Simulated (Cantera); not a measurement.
# Equilibrium for abatement and gas-phase synthesis: N2O + H2 + N2 + H2O

A closed system holds: 1 mol N2O, 1 mol H2, 47 mol N2, 7.8 mol H2O, at 93.0 Pa.

These are equilibrium values from Cantera (NASA tables, ideal gas, pure condensed phases), not measurements of a reactor. Candidate condensed phases: H2O; 24 gas species. The numbers say what is thermodynamically allowed, not how fast it happens.

From 1925 K to 3225 K nothing is condensed.

| T (K) | log p N2 | log p H | log p H2O | log p O | log p H2 | log p OH | log p O2 |
|---|---|---|---|---|---|---|---|
| 1925 | -3.11 | -5.52 | -3.89 | -6.12 | -4.99 | -5.47 | -5.38 |
| 2025 | -3.11 | -5.11 | -3.93 | -5.68 | -4.80 | -5.22 | -5.18 |
| 2125 | -3.12 | -4.76 | -3.99 | -5.29 | -4.64 | -5.02 | -5.01 |
| 2225 | -3.13 | -4.45 | -4.09 | -4.94 | -4.52 | -4.86 | -4.88 |
| 2325 | -3.15 | -4.19 | -4.25 | -4.65 | -4.47 | -4.75 | -4.81 |
| 2425 | -3.17 | -3.99 | -4.50 | -4.41 | -4.48 | -4.73 | -4.81 |
| 2525 | -3.19 | -3.84 | -4.85 | -4.23 | -4.58 | -4.79 | -4.89 |
| 2625 | -3.20 | -3.75 | -5.32 | -4.11 | -4.76 | -4.93 | -5.06 |
| 2725 | -3.21 | -3.71 | -5.86 | -4.05 | -5.00 | -5.15 | -5.30 |
| 2825 | -3.22 | -3.68 | -6.43 | -4.01 | -5.27 | -5.39 | -5.57 |
| 2925 | -3.22 | -3.67 | -7.00 | -3.99 | -5.53 | -5.64 | -5.86 |
| 3025 | -3.22 | -3.66 | -7.55 | -3.98 | -5.79 | -5.89 | -6.14 |
| 3125 | -3.22 | -3.66 | -8.07 | -3.97 | -6.04 | -6.13 | -6.41 |
| 3225 | -3.22 | -3.66 | -8.57 | -3.97 | -6.28 | -6.36 | -6.67 |
log p: log10 of the partial pressure in bar; nothing condenses.
